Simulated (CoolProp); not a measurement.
Saturation properties of nitrous oxide (Tc = 309.5 K, pc = 7.245 MPa, ω = 0.161).

Values from CoolProp's reference Helmholtz-energy equation of state, Lemmon 2006. It is a short technical equation, of lower accuracy than the large ones.

```json
[
 {"T (K)": "208.5", "p (MPa)": "0.3499", "liquid density (kg/m³)": "1158", "liquid cp (kJ/(kg K))": "[?]", "surface tension (mN/m)": "18.4"},
 {"T (K)": "211.8", "p (MPa)": "0.4053", "liquid density (kg/m³)": "1147", "liquid cp (kJ/(kg K))": "1.763", "surface tension (mN/m)": "[?]"},
 {"T (K)": "215.1", "p (MPa)": "0.4671", "liquid density (kg/m³)": "1136", "liquid cp (kJ/(kg K))": "1.772", "surface tension (mN/m)": "17.0"},
 {"T (K)": "218.4", "p (MPa)": "0.5357", "liquid density (kg/m³)": "1126", "liquid cp (kJ/(kg K))": "1.783", "surface tension (mN/m)": "[?]"},
 {"T (K)": "221.7", "p (MPa)": "0.6117", "liquid density (kg/m³)": "1115", "liquid cp (kJ/(kg K))": "1.794", "surface tension (mN/m)": "15.6"},
 {"T (K)": "225", "p (MPa)": "0.6954", "liquid density (kg/m³)": "1103", "liquid cp (kJ/(kg K))": "1.807", "surface tension (mN/m)": "14.9"},
 {"T (K)": "228.3", "p (MPa)": "0.7875", "liquid density (kg/m³)": "1092", "liquid cp (kJ/(kg K))": "1.821", "surface tension (mN/m)": "14.2"},
 {"T (K)": "231.6", "p (MPa)": "0.8883", "liquid density (kg/m³)": "1080", "liquid cp (kJ/(kg K))": "1.836", "surface tension (mN/m)": "13.5"},
 {"T (K)": "234.9", "p (MPa)": "0.9983", "liquid density (kg/m³)": "1068", "liquid cp (kJ/(kg K))": "1.853", "surface tension (mN/m)": "12.8"},
 {"T (K)": "238.2", "p (MPa)": "[?]", "liquid density (kg/m³)": "1056", "liquid cp (kJ/(kg K))": "1.872", "surface tension (mN/m)": "12.1"},
 {"T (K)": "241.5", "p (MPa)": "[?]", "liquid density (kg/m³)": "1044", "liquid cp (kJ/(kg K))": "[?]", "surface tension (mN/m)": "11.4"},
 {"T (K)": "244.7", "p (MPa)": "1.385", "liquid density (kg/m³)": "1032", "liquid cp (kJ/(kg K))": "1.915", "surface tension (mN/m)": "10.8"},
 {"T (K)": "248", "p (MPa)": "1.536", "liquid density (kg/m³)": "1019", "liquid cp (kJ/(kg K))": "1.940", "surface tension (mN/m)": "10.1"},
 {"T (K)": "251.3", "p (MPa)": "1.700", "liquid density (kg/m³)": "1006", "liquid cp (kJ/(kg K))": "1.968", "surface tension (mN/m)": "9.48"},
 {"T (K)": "254.6", "p (MPa)": "1.876", "liquid density (kg/m³)": "992.1", "liquid cp (kJ/(kg K))": "1.999", "surface tension (mN/m)": "8.84"}
]
```

Task: Complete the blanks.

Result: 
- 208.5, liquid cp (kJ/(kg K)): 1.755
- 211.8, surface tension (mN/m): 17.7
- 218.4, surface tension (mN/m): 16.3
- 238.2, p (MPa): 1.118
- 241.5, p (MPa): 1.248
- 241.5, liquid cp (kJ/(kg K)): 1.893

It boils at 184.7 K under 1 atm.

Surface tension comes from a separate correlation (Mulero 2012).
